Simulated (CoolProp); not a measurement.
Properties of C2F6 (R116) along the isobar 0.101 MPa (Tc = 293.0 K, pc = 3.048 MPa, ω = 0.257).

Values from CoolProp's reference Helmholtz-energy equation of state, Lemmon 2006. It is a short technical equation, of lower accuracy than the large ones.

```tsv
T (K)	phase	density (kg/m³)	conductivity (mW/(m K))	Prandtl number
198.5	gas	8.818	7.69	0.748
221.2	gas	7.805	9.18	0.741
243.8	gas	7.022	10.7	0.739
266.5	gas	6.389	12.4	0.739
289.1	gas	5.867	14.1	0.740
311.8	gas	5.425	15.8	0.741
334.4	gas	5.049	17.6	0.742
357.1	gas	4.721	19.4	0.743
379.7	gas	4.435	21.2	0.744
402.4	gas	4.181	23.0	0.744
425	gas	3.956	24.7	0.745
```

Viscosity comes from a separate model (Huber 2003), an estimate that may be off by 10 % or more. Thermal conductivity comes from a separate model (Huber 2003), an estimate that may be off by 10 % or more.
